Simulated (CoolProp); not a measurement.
Properties of n-undecane at several states.

Model: reference Helmholtz-energy equation of state, Aleksandrov 2011, in CoolProp. It is a short technical equation, of lower accuracy than the large ones.

| T (°C) | p (MPa) | phase | cp (kJ/(kg K)) | speed of sound (m/s) | Joule-Thomson coefficient (K/MPa) |
|---|---|---|---|---|---|
| 167.15 | 0.561 | liquid | (withheld) | 765.8 | -0.2335 |
| 169.95 | 1.18 | liquid | (withheld) | (withheld) | (withheld) |
| -13.15 | 0.243 | liquid | (withheld) | 1441 | -0.4559 |

Q: Some entries are withheld; supply them.

A: 
- 167.15, cp (kJ/(kg K)): 2.759
- 169.95, cp (kJ/(kg K)): 2.768
- 169.95, speed of sound (m/s): 764.4
- 169.95, Joule-Thomson coefficient (K/MPa): -0.2326
- -13.15, cp (kJ/(kg K)): 2.105
